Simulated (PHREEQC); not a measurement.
## Hard or scaling water

Dissolve 0.0032 mol/kgw CaCl2, 0.00036 mol/kgw NaHCO3 and 0.00023 mol/kgw H4SiO4 at 25 °C. Closed to the air; pH follows from the charge balance.

Computed with PHREEQC (ion-association model, wateq4f.dat).

The pH is 7.88, the ionic strength comes out as 0.00993 mol/kgw and the total alkalinity is 0.360 meq/kg.

| species | molality | activity | log γ |
|---|---|---|---|
| Cl- | 0.00640 | 0.00576 | -0.045 |
| Ca+2 | 0.00319 | 0.00214 | -0.173 |
| Na+ | 0.000360 | 0.000325 | -0.044 |
| HCO3- | 0.000336 | 0.000304 | -0.043 |
| H4SiO4 | 0.000227 | 0.000228 | 0.001 |
| CaHCO3+ | 9.16e-6 | 8.31e-6 | -0.042 |
| CO2 | 9.09e-6 | 9.11e-6 | 0.001 |
| CaCO3 | 3.84e-6 | 3.84e-6 | 0.001 |
| H3SiO4- | 2.80e-6 | 2.52e-6 | -0.045 |

Precipitation was switched off in this run. Examples of supersaturated solids here: Quartz (slow to form). Others may be too.
